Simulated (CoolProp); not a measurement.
n-perfluorohexane along the isotherm 303.8 K: fugacity coefficient from the reference equation and from simpler models built on Tc = 448.0 K, pc = 1742 kPa, ω = 0.497; each cubic takes its own stable root.

Computed with CoolProp (reference Helmholtz-energy equation of state, Gao 2022).

| p (kPa) | phase | reference |
|---|---|---|
| 13.8 | gas | 0.9894 |
| 31.3 | gas | 0.9759 |
| 71.3 | liquid | 0.5114 |
| 162 | liquid | 0.2267 |
| 369 | liquid | 0.1012 |
| 841 | liquid | 0.04613 |
| 1910 | liquid | 0.02213 |
| 4350 | liquid | 0.01181 |

### Question
How far does each simpler model (van der Waals, Soave-Redlich-Kwong) lie from the reference over these 8 states: mean and median of the absolute difference, and the worst?

### Answer
- van der Waals: mean 386.4 %, median 456.4 %, worst +791.6 % at 303.8 K and 4350 kPa
- Soave-Redlich-Kwong: mean 1.2 %, median 0.3 %, worst +5.2 % at 303.8 K and 4350 kPa

At some of these states van der Waals gives the other phase, because its saturation line lies elsewhere.
